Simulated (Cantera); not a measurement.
# Thermodynamics of silicon etching in halogen gases, feed Si + Br2 + N2

Feed: 1 mol Si, a varied amount of Br2, 5.8 mol N2, equilibrated at 35.0 mbar.

Cantera equilibrium calculation (NASA polynomials, part measured and part estimated; ideal gas, pure solids and liquids). Candidate condensed phases: Br2, Si, Si3N4; 13 gas species. N2 is the only nitrogen source here; it is nearly inert below about 1500 K, so the nitride shown seldom forms there in practice. The tables' values for SiBr3 are old estimates. Equilibrium is a limit: real reactors are often held back by kinetics, nucleation or transport.

Q: Map the stable condensed phases over T = 748, 848, 948, 1048, 1148, 1248, 1348, 1448, 1548, 1648 K and n(Br2) in mol = 1.2, 1.9, 2.6, 3.3, 4, 4.7, 5.5, 6.2, 6.9, 7.6.

A: 
```
T in K \ n(Br2) in mol
         1.2 1.9 2.6 3.3   4 4.7 5.5 6.2 6.9 7.6
   1648    A   A   A   A   A   A   A   A   A   A
   1548    B   A   A   A   A   A   A   A   A   A
   1448    B   A   A   A   A   A   A   A   A   A
   1348    B   B   A   A   A   A   A   A   A   A
   1248    B   B   A   A   A   A   A   A   A   A
   1148    B   B   A   A   A   A   A   A   A   A
   1048    B   B   A   A   A   A   A   A   A   A
    948    B   B   A   A   A   A   A   A   A   A
    848    B   B   A   A   A   A   A   A   A   A
    748    B   B   A   A   A   A   A   A   A   A
```
A: gas only; B: Si3N4.
